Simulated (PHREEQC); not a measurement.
Solution (25 °C): 0.0098 mol/kgw CaSO4, 5e-05 mol/kgw Na2HPO4 and 9.2e-07 mol/kgw H4SiO4. Closed to the air; pH follows from the charge balance.

The numbers come from PHREEQC with the ion-association model, wateq4f.dat.

```
Property                   Value
----------------  --------------
pH                          7.74
ionic strength    0.0279 mol/kgw
total alkalinity   0.0500 meq/kg
```

```
species  molality  activity   log γ
-------  --------  --------  ------
SO4-2     0.00697   0.00376  -0.269
Ca+2      0.00695   0.00379  -0.263
CaSO4     0.00282   0.00284   0.003
Na+       9.82e-5   8.40e-5  -0.068
CaHPO4    2.24e-5   2.26e-5   0.003
HPO4-2    2.01e-5   1.08e-5  -0.268
```

This is a speciation only: nothing precipitates in the calculation. The solution is supersaturated, for example in Hydroxyapatite, so a real one may precipitate; this is no full list. H3PO4, which wateq4f.dat lacks, is added to it with the constant of phreeqc.dat.
